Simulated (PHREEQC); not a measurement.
Consider water at 85 °C with 0.0016 mol NaBr and 0.0014 mol NiCl2 per kg of water. Closed to the air; pH follows from the charge balance.

The numbers come from PHREEQC with the ion-association model, wateq4f.dat.

No solid was allowed to form.

### Question
Estimate the pH.

### Answer
pH 5.66.

Constants without temperature data keep their 25 °C values here.
